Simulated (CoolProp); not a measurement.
Computed with CoolProp (reference Helmholtz-energy equation of state, Lemmon 2006). It is a short technical equation, of lower accuracy than the large ones.

Give the vapour pressure (kPa), liquid density (kg/m³), enthalpy of vaporisation (kJ/kg), vapour Z of saturated C3F8 (R218) at 2.95, 11.55, 54.15 °C.


```json
[
 {"T (°C)": "2.95", "p (kPa)": "456", "liquid density (kg/m³)": "1440", "enthalpy of vaporisation (kJ/kg)": "88.4", "vapour Z": "0.853"},
 {"T (°C)": "11.55", "p (kPa)": "593", "liquid density (kg/m³)": "1400", "enthalpy of vaporisation (kJ/kg)": "83.9", "vapour Z": "0.823"},
 {"T (°C)": "54.15", "p (kPa)": "1780", "liquid density (kg/m³)": "1100", "enthalpy of vaporisation (kJ/kg)": "51.4", "vapour Z": "0.587"}
]
```
